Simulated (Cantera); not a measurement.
An adiabatic, constant-volume homogeneous reactor starts with 11.2 % CH₄, 18.7 % O₂, 70.1 % N₂, equivalence ratio 1.2, at 1400 K and 0.957 atm.

Model: GRI-Mech 3.0 (53 species, 325 reactions), integrated in Cantera.

x: mole fraction; the columns are a selection and need not sum to one.

```
t (s)     T (K)  P (bar)   x CH₄     x O₂       x O     x NO      x H     x CO₂     x N₂O
--------  -----  -------  ------  -------  --------  -------  -------  --------  --------
6.00e-6    1400    0.970   0.112    0.187  6.12e-10   <1e-12  1.74e-9    <1e-12    <1e-12
2.46e-5    1400    0.970   0.112    0.187         ?   <1e-12        ?  1.08e-12    <1e-12
0.000101   1400    0.970   0.112    0.187         ?   <1e-12        ?  1.04e-10  1.30e-11
0.000416   1400    0.970   0.112    0.187   2.51e-8   <1e-12  2.91e-8   2.10e-8  1.28e-10
0.00171    1406    0.974   0.111    0.186   1.17e-7   <1e-12  2.21e-7   1.77e-6   1.16e-9
0.00702    2906     2.16  <1e-12  0.00880   0.00520  0.00790   0.0153    0.0386   5.94e-7
0.0288     2906     2.16  <1e-12  0.00880   0.00520  0.00790   0.0153    0.0386   5.94e-7
0.119      2906     2.16  <1e-12  0.00880   0.00520  0.00790   0.0153    0.0386   5.94e-7
0.487      2906     2.16  <1e-12  0.00880   0.00520  0.00790   0.0153    0.0386   5.94e-7
2.00       2906     2.16  <1e-12  0.00880   0.00520  0.00790   0.0153    0.0386   5.94e-7
```

Problem. What belongs in the gaps?

Solution. 
- 2.46e-5, x O: 1.03e-9
- 2.46e-5, x H: 2.13e-9
- 0.000101, x O: 3.54e-9
- 0.000101, x H: 4.69e-9
